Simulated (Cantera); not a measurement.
Equilibrium for nitride etching: Si3N4 + Cl2

A closed system holds: 1 mol Si3N4, 0.97 mol Cl2.

These are equilibrium values from Cantera (NASA tables, ideal gas, pure condensed phases), not measurements of a reactor. Candidate condensed phases: Si, Si3N4; 13 gas species. Mutual solubility and eutectic melting of coexisting phases are not modelled. The tables' values for SiCl3 are old estimates. Rates play no part.

Problem. Map the stable condensed phases over T = 1148, 1248, 1348, 1448, 1548, 1648, 1748, 1848, 1948, 2048 K and P in Pa = 1, 6.8, 46, 320, 2200, 15000, 100000.

Solution. 
```
T in K \ P in Pa
              1    6.8     46    320   2200  15000 100000
   2048       A      A      B      B      B      B      C
   1948       A      B      B      B      B      D      C
   1848       A      B      B      B      B      C      C
   1748       B      B      B      B      C      C      C
   1648       B      B      B      C      C      C      C
   1548       B      B      C      C      C      C      C
   1448       B      C      C      C      C      C      C
   1348       C      C      C      C      C      C      C
   1248       C      C      C      C      C      C      C
   1148       C      C      C      C      C      C      C
```
A: gas only; B: Si; C: Si3N4; D: Si + Si3N4.
